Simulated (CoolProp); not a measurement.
A Linde-Hampson liquefier for ethylene: isothermal reversible compression at 290 K from 1 atm to 20 MPa, throttling to 1 atm, return gas leaving the recuperator 10 K below the feed. Each further row changes one setting.

The numbers come from the reference Helmholtz-energy equation of state, Smukala 2000 in CoolProp.

```
case                        liquid yield per pass  compression work (kJ/kg of gas)
--------------------------  ---------------------  -------------------------------
as stated                                       …                              350
high pressure 40 MPa                        0.489                                …
warm-end temperature 320 K                  0.403                                …
warm-end gap 15 K                               …                              350
```

Q: Complete the blanks.

A: 
- as stated, liquid yield per pass: 0.496
- high pressure 40 MPa, compression work (kJ/kg of gas): 395
- warm-end temperature 320 K, compression work (kJ/kg of gas): 418
- warm-end gap 15 K, liquid yield per pass: 0.491
